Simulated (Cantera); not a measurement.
# Catalytic stagnation flow on Pt

A jet of 4.00 % CH4, 17.0 % O2, 79.0 % N2, equivalence ratio 0.47 at 300 K and 8800 Pa hits a platinum plate 2.2 cm away at a mass flux of 0.02 kg/m²/s; the plate temperature is set and raised in steps from an oxygen-covered start.

Detailed kinetics in Cantera: Deutschmann's 1995 Pt surface mechanism with GRI-Mech 3.0 gas chemistry. Catalytic surfaces can have several steady states; this one follows from the mechanism file's or the stated starting coverage.

```
plate T (K)  wall x CH4  wall x O2  wall x H2O  wall x OH  wall x CO  wall x CO2  θ free Pt   θ O*    θ OH*
-----------  ----------  ---------  ----------  ---------  ---------  ----------  ---------  -----  -------
900              0.0273      0.143      0.0238    3.31e-8    1.01e-5      0.0154      0.189  0.809  0.00119
950              0.0210      0.129      0.0356    1.06e-7    1.08e-5      0.0231      0.257  0.741  0.00133
1000             0.0158      0.118      0.0451    2.94e-7    1.10e-5      0.0294      0.328  0.670  0.00134
1050             0.0121      0.111      0.0520    7.19e-7    1.12e-5      0.0340      0.399  0.600  0.00126
1100            0.00945      0.105      0.0566    1.58e-6    1.16e-5      0.0371      0.468  0.531  0.00115
1150            0.00763      0.101      0.0598    3.19e-6    1.22e-5      0.0392      0.533  0.466  0.00103
```
x: mole fraction at the wall; θ: surface coverage.
